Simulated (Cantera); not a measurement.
Cantera run:

```python
import numpy as np
import cantera as ct

gas_names = [...]  # 109 gases of nasa_gas.yaml made of C, Cl, H, Si
cond_names = """
    C(gr) C6H6(L) C7H8(L) C8H18(L),n-octa Si(cr) Si(L) SiC(b)
""".split()


# ... load() reads the species with a 1 bar reference pressure and builds the phases ...
atoms = {
    'SiHCl3': {'Si': 1, 'H': 1, 'CL': 3},
    'CH4': {'C': 1, 'H': 4},
    'H2': {'H': 2},
}
top_T = {'C(gr)': 4500, 'SiC(b)': 3050}  # K; cautious upper limits of use, not melting points


# ... equilibrate(T, P, feed) seeds the gas with the atoms and calls Mixture.equilibrate('TP', solver="vcs", rtol=1e-11, max_steps=5000) ...
results = []
feed = {'SiHCl3': 1, 'CH4': 2.5, 'H2': 9.1}  # mol
P = 11000  # Pa
for T in [1050, 1075, 1100, 1125, 1150, 1175, 1200, 1225, 1250, 1275, 1300, 1325]:
    mix = equilibrate(T, P, feed)
    results.append((T, P, feed, dict(zip(mix.species_names, mix.species_moles))))

top = {s: max(r[3][s] / sum(r[3][g] for g in gas_names) for r in results) for s in gas_names}
cols = sorted((s for s in top if top[s] > 1e-05), key=lambda s: -top[s])[:9]
seen = [c for c in cond_names if any(r[3].get(c, 0) > 1e-12 for r in results)]
print("log10 of partial pressures in bar; condensed amounts in mol")
print(f"{'T/K':>10s}" + "".join(f"{s[:9]:>10s}" for s in cols + seen))
for T, P, feed, n in results:
    ng = sum(n[g] for g in gas_names)
    print(f"{T:10.4g}" + "".join(f"{np.log10(max(n[s] / ng * P / 1e5, 1e-99)):10.3f}" for s in cols)
          + "".join(f"{n.get(c, 0):10.4g}" for c in seen))
```

Output:

```
log10 of partial pressures in bar; condensed amounts in mol
       T/K        H2       HCL     SiCL4       CH4    SiHCL3     SiCL2     SiCL3   SiH2CL2     C(gr)    SiC(b)
      1050    -1.025    -1.882    -2.735    -3.293    -3.862    -5.694    -4.843    -5.933     1.713    0.7143
      1075    -1.029    -1.843    -2.816    -3.403    -3.907    -5.510    -4.763    -5.930     1.684    0.7597
      1100    -1.032    -1.811    -2.908    -3.509    -3.960    -5.343    -4.697    -5.934     1.653    0.8022
      1125    -1.035    -1.783    -3.010    -3.611    -4.023    -5.190    -4.645    -5.946     1.624    0.8407
      1150    -1.038    -1.761    -3.124    -3.707    -4.094    -5.052    -4.608    -5.965     1.597    0.8743
      1175    -1.041    -1.743    -3.248    -3.799    -4.173    -4.928    -4.583    -5.990     1.574    0.9024
      1200    -1.042    -1.729    -3.380    -3.886    -4.259    -4.816    -4.569    -6.021     1.556     0.925
      1225    -1.044    -1.719    -3.519    -3.970    -4.350    -4.714    -4.566    -6.056     1.542    0.9425
      1250    -1.045    -1.711    -3.662    -4.049    -4.445    -4.622    -4.570    -6.094     1.531    0.9555
      1275    -1.046    -1.706    -3.807    -4.125    -4.542    -4.538    -4.579    -6.134     1.524    0.9649
      1300    -1.046    -1.702    -3.953    -4.197    -4.639    -4.460    -4.593    -6.176     1.519    0.9715
      1325    -1.047    -1.699    -4.098    -4.267    -4.736    -4.387    -4.610    -6.218     1.516     0.976
```

Cantera equilibrium calculation (NASA polynomials, part measured and part estimated; ideal gas, pure solids and liquids). The tables' values for SiCl3 are old estimates; treat these amounts as uncertain.
